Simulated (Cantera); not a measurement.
Input (Python, Cantera):

```python
import numpy as np
import cantera as ct

surf = ct.Interface("ptcombust.yaml", "Pt_surf")
gas = surf.adjacent["gas"]
gas.TPX = 300, 3600, {'CH4': 0.04, 'O2': 0.05, 'N2': 0.79}
jet = ct.ImpingingJet(gas=gas, width=0.023, surface=surf)
jet.inlet.mdot, jet.inlet.T, jet.inlet.X = 0.024, 300, {'CH4': 0.04, 'O2': 0.05, 'N2': 0.79}
jet.set_refine_criteria(ratio=10, slope=0.2, curve=0.3)
show, cover = ['CH4', 'O2', 'H2O', 'OH', 'CO', 'CO2'], ["PT(S)", "H(S)", "O(S)", "OH(S)", "CO(S)", "C(S)"]

rows = []
print(f"{'Ts/K':>7s}" + "".join(f"{s:>11s}" for s in show + cover) + "   (gas at the wall, coverages)")
for i, Ts in enumerate([950, 1000, 1050, 1100, 1150, 1200, 1250]):
    jet.surface.T = Ts
    if i == 0:
        surf.TP = Ts, 3600
        surf.coverages = "PT(S):0.5, O(S):0.5"
        surf.advance_coverages(1.0)
        jet.set_initial_guess(products="inlet")
    jet.solve(loglevel=0, auto=(i == 0))
    rows.append([*(jet.X[gas.species_index(s), -1] for s in show), *surf[cover].coverages])
    print(f"{Ts:7g}" + "".join(f"{x:11.3e}" for x in rows[-1]))
```

Result:

```
   Ts/K        CH4         O2        H2O         OH         CO        CO2      PT(S)       H(S)       O(S)      OH(S)      CO(S)       C(S)   (gas at the wall, coverages)
    950  8.351e-03  3.368e-03  5.873e-02  1.108e-10  3.861e-02  2.243e-04  7.770e-01  1.140e-03  5.829e-07  1.615e-06  1.142e-01  1.077e-01
   1000  6.624e-03  2.756e-03  5.783e-02  4.307e-10  4.016e-02  4.961e-04  8.903e-01  1.160e-03  1.116e-06  2.065e-06  6.863e-02  3.991e-02
   1050  6.017e-03  2.578e-03  5.704e-02  1.618e-09  4.032e-02  1.046e-03  9.485e-01  1.041e-03  2.405e-06  2.673e-06  3.719e-02  1.325e-02
   1100  5.863e-03  2.575e-03  5.612e-02  5.465e-09  3.970e-02  1.944e-03  9.747e-01  9.080e-04  4.945e-06  3.325e-06  1.966e-02  4.727e-03
   1150  5.879e-03  2.641e-03  5.494e-02  1.649e-08  3.856e-02  3.245e-03  9.868e-01  7.961e-04  9.432e-06  3.976e-06  1.054e-02  1.851e-03
   1200  5.965e-03  2.735e-03  5.349e-02  4.478e-08  3.699e-02  4.950e-03  9.927e-01  7.073e-04  1.671e-05  4.596e-06  5.797e-03  8.030e-04
   1250  6.082e-03  2.842e-03  5.179e-02  1.101e-07  3.508e-02  7.011e-03  9.957e-01  6.371e-04  2.772e-05  5.168e-06  3.276e-03  3.776e-04
```

Detailed kinetics in Cantera: Deutschmann's 1995 Pt surface mechanism with GRI-Mech 3.0 gas chemistry. Catalytic surfaces can have several steady states; this one follows from the mechanism file's or the stated starting coverage.
